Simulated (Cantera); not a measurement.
A perfectly stirred reactor is fed with CH4 : N2 = 1 : 1.1 (molar parts), at 16000 Pa; it is held at 1950 K, and followed from long to short residence time.

Computed with Cantera and GRI-Mech 3.0 (53 species, 325 reactions). GRI-Mech 3.0 stops at C3 and has no aromatics, soot or wall deposition, so with more carbon than oxygen in the feed, carbon stays in small species such as C2H2 where larger ones or solid carbon would form.

**Question.** What does this change do: pressure from 16000 Pa to 1330 Pa?

**Answer.** 
| quantity | before | after |
|---|---|---|
| x(CH4) at τ = 6.40 s | 0.00217 | 0.00311 |
| x(C2H2) at τ = 6.40 s | 0.160 | 0.159 |
| x(CH3) at τ = 6.40 s | 0.000176 | 0.000557 |
| x(H2) at τ = 6.40 s | 0.480 | 0.477 |
| x(H) at τ = 6.40 s | 0.00196 | 0.00433 |
| x(CH4) at τ = 0.200 s | 0.0140 | 0.0400 |
| x(C2H2) at τ = 0.200 s | 0.156 | 0.146 |
| x(CH3) at τ = 0.200 s | 0.000980 | 0.00343 |
| x(H2) at τ = 0.200 s | 0.468 | 0.439 |
| x(H) at τ = 0.200 s | 0.00167 | 0.00194 |
Radical loss at walls, strong at low pressure, is not modelled.

**Question.** What does this change do: temperature 1950 to 1325 K?

**Answer.** 
```csv
quantity,before,after
x(CH4) at τ = 6.40 s,0.00217,0.455
x(C2H2) at τ = 6.40 s,0.160,0.00579
x(CH3) at τ = 6.40 s,0.000176,3.76e-5
x(H2) at τ = 6.40 s,0.480,0.0208
x(H) at τ = 6.40 s,0.00196,9.02e-8
x(CH4) at τ = 0.200 s,0.0140,0.476
x(C2H2) at τ = 0.200 s,0.156,6.18e-6
x(CH3) at τ = 0.200 s,0.000980,2.66e-5
x(H2) at τ = 0.200 s,0.468,0.000281
x(H) at τ = 0.200 s,0.00167,2.43e-9
```

**Question.** What does this change do: N2 1.1 to 2.8 parts?

**Answer.** 
```tsv
quantity	before	after
x(CH4) at τ = 6.40 s	0.00217	0.00133
x(C2H2) at τ = 6.40 s	0.160	0.103
x(CH3) at τ = 6.40 s	0.000176	0.000133
x(H2) at τ = 6.40 s	0.480	0.310
x(H) at τ = 6.40 s	0.00196	0.00156
x(CH4) at τ = 0.200 s	0.0140	0.00898
x(C2H2) at τ = 0.200 s	0.156	0.100
x(CH3) at τ = 0.200 s	0.000980	0.000750
x(H2) at τ = 0.200 s	0.468	0.300
x(H) at τ = 0.200 s	0.00167	0.00127
```
